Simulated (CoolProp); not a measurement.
Properties of R245fa along the isotherm 71.25 °C.

Model: reference Helmholtz-energy equation of state, Akasaka 2015, in CoolProp.

```tsv
p (bar)	phase	Z	cv (kJ/(kg K))	Joule-Thomson coefficient (K/MPa)	isothermal compressibility (1/MPa)	fugacity coefficient
0.0577	gas	0.9988	0.8819	17.14	173.5	0.9988
0.0899	gas	0.9982	0.8821	17.16	111.4	0.9982
0.14	gas	0.9972	0.8825	17.19	71.63	0.9972
0.218	gas	0.9956	0.8830	17.23	46.08	0.9956
0.339	gas	0.9931	0.8839	17.30	29.70	0.9932
0.528	gas	0.9893	0.8853	17.40	19.15	0.9894
0.823	gas	0.9831	0.8874	17.57	12.36	0.9834
1.28	gas	0.9735	0.8908	17.83	8.031	0.9742
1.99	gas	0.9582	0.8963	18.27	5.255	0.9599
3.11	gas	0.9328	0.9055	19.04	3.465	0.9373
4.84	gas	0.8904	0.9212	20.46	2.356	0.9021
7.53	liquid	0.02934	0.9997	-0.009592	0.005167	0.7331
11.7	liquid	0.04550	0.9994	-0.01858	0.005040	0.4795
18.3	liquid	0.07093	0.9991	-0.03194	0.004853	0.3145
```
